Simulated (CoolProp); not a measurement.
Vapour-liquid equilibrium of n-pentane (1) + benzene (2) at 378 kPa; x and y are mole fractions of (1).

Computed with CoolProp (multi-fluid Helmholtz-energy mixture model, Thol 2019 and Thol 2012; pair parameters Bell 2016).

Q: Give the bubble temperature and the first vapour's composition at x = 0.275, 0.575, 0.65. Is there an azeotrope?

A: x = 0.275: 378.4 K, y = 0.565; x = 0.575: 365.7 K, y = 0.790; x = 0.65: 363.4 K, y = 0.830. No azeotrope shows between x = 0.05 and 0.95.

Pair parameters are fitted to limited data, so mixtures are less certain than the pure fluids.
